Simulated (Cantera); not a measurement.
# Thermodynamics of carbon deposition, reforming and gasification, feed C3H8 + H2O + H2

Feed: 1 mol C3H8, 1 mol H2O, 10 mol H2, equilibrated at 0.255 Torr.

Cantera equilibrium calculation (NASA polynomials, part measured and part estimated; ideal gas, pure solids and liquids). Candidate condensed phases: C, C6H6, C7H8, C8H18, H2O; 110 gas species. Kinetics and transport are ignored.

```tsv
T (K)	log p H2	log p H	log p CH4	log p H2O	log p CO	log p C	log p C3	n C(graphite)
550	-3.55	<-15	-4.47	-4.67	-6.49	<-15	<-15	1.56
750	-3.50	-14.25	-6.49	-6.23	-4.69	<-15	<-15	2.02
950	-3.50	-11.00	-7.77	-8.20	-4.67	<-15	<-15	2.00
1150	-3.50	-8.88	-8.62	-9.50	-4.67	<-15	<-15	2.00
1350	-3.50	-7.37	-9.23	-10.41	-4.67	<-15	<-15	2.00
1550	-3.50	-6.25	-9.69	-11.09	-4.67	<-15	<-15	2.00
1750	-3.50	-5.38	-10.04	-11.61	-4.68	-13.19	-13.62	2.00
1950	-3.52	-4.70	-10.36	-12.05	-4.69	-11.00	-11.11	1.98
2150	-3.60	-4.17	-10.73	-12.49	-4.72	-9.21	-9.07	1.95
2350	-3.79	-3.80	-11.28	-13.02	-4.79	-7.73	-7.38	1.87
2550	-4.17	-3.59	-12.20	-13.72	-4.88	-6.49	-5.97	1.53
2750	-4.72	-3.52	-13.57	-14.36	-4.95	-5.58	-5.25	0
2950	-5.28	-3.51	-15.21	-14.69	-4.97	-5.08	-5.47	0
```
log p: log10 of the partial pressure in bar; n: condensed amount in mol.

From 550 K to 2550 K the condensed part is C(graphite). From 2750 K to 2950 K nothing is condensed. The main C-bearing gas is CH4 at 550 K and CO at 2950 K.
